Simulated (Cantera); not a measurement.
Input (Python, Cantera):

```python
import numpy as np
import cantera as ct

gas = ct.Solution("gri30.yaml")


def delay(T, t_max=10):
    gas.TPX = T, 1000000, {'CH4': 1, 'CO': 0.047, 'O2': 1.84, 'N2': 6.92, 'H2O': 0.49}
    reactor = ct.IdealGasReactor(gas, clone=False)
    net = ct.ReactorNet([reactor])
    net.rtol, net.atol = 1e-8, 1e-16
    while net.time < t_max:
        t_old, T_old = net.time, reactor.T
        net.step()
        if reactor.T > T + 400:  # ignition: a rise of 400 K
            return t_old + (T + 400 - T_old) / (reactor.T - T_old) * (net.time - t_old)
    return np.nan


taus = []
for T in [1225, 1275, 1325, 1375, 1425, 1475, 1525, 1575]:
    taus.append(delay(T))
    print(f"T0 = {T:6g} K   tau = {taus[-1]:.4e} s")
```

Result:

```
T0 =   1225 K   tau = 3.8031e-03 s
T0 =   1275 K   tau = 2.1146e-03 s
T0 =   1325 K   tau = 1.2101e-03 s
T0 =   1375 K   tau = 7.0913e-04 s
T0 =   1425 K   tau = 4.2391e-04 s
T0 =   1475 K   tau = 2.5783e-04 s
T0 =   1525 K   tau = 1.5936e-04 s
T0 =   1575 K   tau = 1.0009e-04 s
```

Computed with Cantera and GRI-Mech 3.0 (53 species, 325 reactions).
